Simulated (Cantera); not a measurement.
A freely propagating, adiabatic, planar premixed flame of H₂ : O₂ : N₂ = 1 : 0.179 : 0.671 (molar parts), equivalence ratio 2.8, unburnt at 600 K and 760 Torr; mixture-averaged transport, grid criteria slope 0.08 and curve 0.16, no radiation.

Model: the H2/O2 subset of GRI-Mech 3.0, which has no nitrogen chemistry, integrated in Cantera. Burning velocities carry a grid error of a few per cent, more on coarse grids.

### Question
What does this change do: 0.14 parts H2O added?

### Answer
| quantity | before | after |
|---|---|---|
| laminar burning velocity | 810 cm/s | 711 cm/s |
| thermal thickness | 0.473 mm | 0.442 mm |
| peak x(OH) | 0.00180 | 0.00173 |
| peak x(O) | 0.00206 | 0.00153 |
| peak x(H) | 0.0783 | 0.0609 |
| peak x(HO₂) | 0.000224 | 0.000295 |
